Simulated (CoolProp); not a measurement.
Carbonyl sulfide along the isobar 7.66 MPa: Z from the reference equation and from simpler models built on Tc = 105.6 °C, pc = 6.369 MPa, ω = 0.098; each cubic takes its own stable root.

Computed with CoolProp (reference Helmholtz-energy equation of state, Lemmon 2006). It is a short technical equation, of lower accuracy than the large ones.

| T (°C) | phase | reference |
|---|---|---|
| -79.15 | liquid | 0.2295 |
| -61.45 | liquid | 0.2164 |
| -43.75 | liquid | 0.2058 |
| -26.05 | liquid | 0.1973 |
| -8.35 | liquid | 0.1907 |
| 9.25 | liquid | 0.1858 |
| 26.95 | liquid | 0.1827 |
| 44.65 | liquid | 0.1815 |
| 62.35 | liquid | 0.1829 |
| 80.05 | liquid | 0.1882 |
| 97.75 | liquid | 0.2022 |
| 115.45 | supercritical | 0.2845 |
| 133.15 | supercritical | 0.5436 |
| 150.85 | supercritical | 0.6447 |
| 168.55 | supercritical | 0.7091 |
| 186.25 | supercritical | 0.7561 |

Task: How far does each simpler model (van der Waals, Redlich-Kwong, Soave-Redlich-Kwong, Peng-Robinson) lie from the reference over these 16 states: mean and median of the absolute difference, and the worst?

Result: 
- van der Waals: mean 37.1 %, median 49.8 %, worst +54.5 % at -79.15 °C and 7.66 MPa
- Redlich-Kwong: mean 6.9 %, median 6.0 %, worst +17.2 % at 97.75 °C and 7.66 MPa
- Soave-Redlich-Kwong: mean 6.9 %, median 5.3 %, worst +17.2 % at 115.45 °C and 7.66 MPa
- Peng-Robinson: mean 4.7 %, median 5.0 %, worst +8.7 % at 115.45 °C and 7.66 MPa
